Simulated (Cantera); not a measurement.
A closed system holds: 1 mol Si, 0.24 mol H2O, at 950 K and 0.850 bar.

Method: chemical equilibrium by Gibbs-energy minimisation in Cantera with the NASA 1993 tables (ideal gas, pure condensed phases). Candidate condensed phases: H2O, Si, SiO2; 18 gas species. Kinetics and transport are ignored.

Question: What is the equilibrium state?

Answer: 
```json
{
  "x(H2)": "1.00",
  "n(Si(s))": "0.880 mol",
  "n(SiO2(β-quartz))": "0.120 mol",
  "gas_amount": "0.2400 mol"
}
```
